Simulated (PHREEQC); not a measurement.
Model water analysis in mmol/kgw, 90 °C, pH 7.82: Na 232; K 2.72; Ca 15.3; Mg 23.9; Cl 912; S(6) 4.17; Alkalinity (meq/kgw) 0.154; Si 0.0565; Li 0.126.

Valence states are taken as typed.

The numbers come from PHREEQC with the Pitzer model, pitzer.dat.

Task: The ionic strength comes out as 0.660 mol/kgw. What activity coefficients do Li+, MgOH+, H3SiO4-, Na+, OH- get?

Result: Li+ 0.74, MgOH+ 1.1, H3SiO4- 0.51, Na+ 0.68, OH- 0.51. Single-ion values are on the MacInnes scale.

Precipitation was switched off in this run. Constants without temperature data keep their 25 °C values here.
